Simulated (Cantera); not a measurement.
Input (Python, Cantera) and output of one run.

```python
import numpy as np
import cantera as ct

gas_names = """
    CL CL2 H HCL H2 Si SiCL SiCL2 SiCL3 SiCL4 SiH SiHCL3 SiH2 SiH2CL2 SiH3 SiH3CL SiH4 Si2 Si3
""".split()
cond_names = """
    Si(cr) Si(L)
""".split()


# ... load() reads the species with a 1 bar reference pressure and builds the phases ...
atoms = {
    'SiCl4': {'Si': 1, 'CL': 4},
    'Cl2': {'CL': 2},
    'H2': {'H': 2},
}
top_T = {}  # K; cautious upper limits of use, not melting points


# ... equilibrate(T, P, feed) seeds the gas with the atoms and calls Mixture.equilibrate('TP', solver="vcs", rtol=1e-11, max_steps=5000) ...
results = []
feed = {'SiCl4': 1, 'Cl2': 0.87, 'H2': 0.62}  # mol
T = 1498.15  # K
P = 100000  # Pa
mix = equilibrate(T, P, feed)
results.append((T, P, feed, dict(zip(mix.species_names, mix.species_moles))))
x = sorted(zip(gas.X, gas.species_names), reverse=True)
print(f"T = {T:g} K  P = {P:g} Pa  gas = {mix.phase_moles(0):.4g} mol")
print("   x: " + "  ".join(f"{s} {v:.3e}" for v, s in x if v > 1e-05))
print("   condensed (mol): " + ("  ".join(f"{mix.phase(i).name} {mix.phase_moles(i):.4g}"
      for i in range(1, mix.n_phases) if mix.phase_moles(i) > 1e-12) or "none"))
```

It prints:

```
T = 1498.15 K  P = 100000 Pa  gas = 2.512 mol
   x: HCL 4.937e-01  SiCL4 3.981e-01  CL2 9.085e-02  CL 1.739e-02  SiCL3 3.950e-05
   condensed (mol): none
```

Cantera equilibrium calculation (NASA polynomials, part measured and part estimated; ideal gas, pure solids and liquids). The tables' values for SiCl3 are old estimates; treat these amounts as uncertain.
